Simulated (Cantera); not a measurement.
**Hydrocarbon pyrolysis for carbon deposition**

An isothermal, constant-pressure homogeneous reactor starts with C2H6 : N2 = 0.14 : 24 (molar parts), at 1573 K and 0.0947 atm.

Model: GRI-Mech 3.0 (53 species, 325 reactions), integrated in Cantera. GRI-Mech 3.0 stops at C3 and has no aromatics, soot or wall deposition, so with more carbon than oxygen in the feed, carbon stays in small species such as C2H2 where larger ones or solid carbon would form.

```
t (s)      x C2H6    x C2H2       x H    x HCN     x C2H    x C2H4
--------  -------  --------  --------  -------  --------  --------
0.000200  0.00507   8.66e-7   4.73e-5  2.83e-8  6.55e-11  0.000176
0.000479  0.00348   6.34e-5  0.000138  9.27e-7   1.67e-8   0.00128
0.00115   0.00100  0.000834  0.000206  4.11e-6   1.17e-7   0.00294
0.00275   6.77e-5   0.00290  0.000165  8.01e-6   1.88e-7   0.00210
0.00660   7.32e-6   0.00436   8.14e-5  9.56e-6   1.13e-7  0.000845
0.0158    2.13e-6   0.00501   4.40e-5  1.00e-5   6.48e-8  0.000260
0.0379    7.49e-7   0.00524   2.54e-5  1.02e-5   3.80e-8   5.57e-5
0.0909    2.97e-7   0.00531   1.59e-5  1.03e-5   2.38e-8   1.08e-5
0.218     1.63e-7   0.00534   1.22e-5  1.04e-5   1.82e-8   4.76e-6
0.522     1.24e-7   0.00538   1.18e-5  1.05e-5   1.76e-8   3.71e-6
1.25      8.49e-8   0.00544   1.21e-5  1.06e-5   1.80e-8   2.77e-6
3.00      4.16e-8   0.00553   1.27e-5  1.10e-5   1.87e-8   1.76e-6
```
x: mole fraction; the columns are a selection and need not sum to one.

Equilibrium at this temperature and pressure: C2H6 <1e-12, C2H2 0.000418, H 1.41e-5, HCN 0.0106, C2H 1.49e-9, C2H4 6.46e-8 (gas phase only).
